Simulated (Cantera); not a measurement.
Cantera with NASA thermochemical tables; ideal gases at 1 bar, condensed phases pure. Values are per mole of reaction as written; species without (g) are pure solids or liquids, kept so even where they would boil at 1 bar.

4 H(g) + SF₄(g) → 4 HF(g) + S, with ΔH° = -1199.1 kJ and ΔS° = -31.5 J/K at 300 K.

**Question.** How far is the shortcut ΔG° ≈ ΔH°(300 K) − T·ΔS°(300 K) from the full temperature-dependent value at 350, 450, 550, 650, 750 K?

**Answer.** 
| T (K) | shortcut (kJ) | full (kJ) | difference (kJ) | difference in log10 K | condensed phases |
|---|---|---|---|---|---|
| 350 | -1188.0 | -1188.0 | -0.1 | 0.01 | S(s) |
| 450 | -1184.9 | -1184.5 | -0.4 | 0.05 | S(l) |
| 550 | -1181.8 | -1180.8 | -1.0 | 0.09 | S(l) |
| 650 | -1178.6 | -1176.6 | -2.0 | 0.16 | S(l) |
| 750 | -1175.5 | -1172.0 | -3.4 | 0.24 | S(l) |
The shortcut ignores heat capacities and the phase changes listed.
